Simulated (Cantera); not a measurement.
Source: NASA polynomial tables (part measured, part estimated), evaluated in Cantera. Values are per mole of reaction as written; species without (g) are pure solids or liquids, kept so even where they would boil at 1 bar.

MgF₂ + 2 Cl(g) → 2 F(g) + MgCl₂(g)

| T (K) | ΔH° (kJ) | ΔS° (J/K) | ΔG° (kJ) | log10 K |
|---|---|---|---|---|
| 1023 | ___ | ___ | ___ | ___ |
| 1123 | ___ | ___ | ___ | ___ |
| 1223 | 632.3 | 185.8 | 405.0 | -17.30 |
| 1323 | 630.1 | 184.1 | 386.5 | -15.26 |
| 1423 | 627.9 | 182.5 | 368.2 | -13.51 |
| 1523 | 625.6 | 181.0 | 350.0 | -12.00 |

Fill in the missing entries.


- 1023, ΔH° (kJ): 636.5
- 1023, ΔS° (J/K): 189.7
- 1023, ΔG° (kJ): 442.5
- 1023, log10 K: -22.59
- 1123, ΔH° (kJ): 634.4
- 1123, ΔS° (J/K): 187.7
- 1123, ΔG° (kJ): 423.7
- 1123, log10 K: -19.71
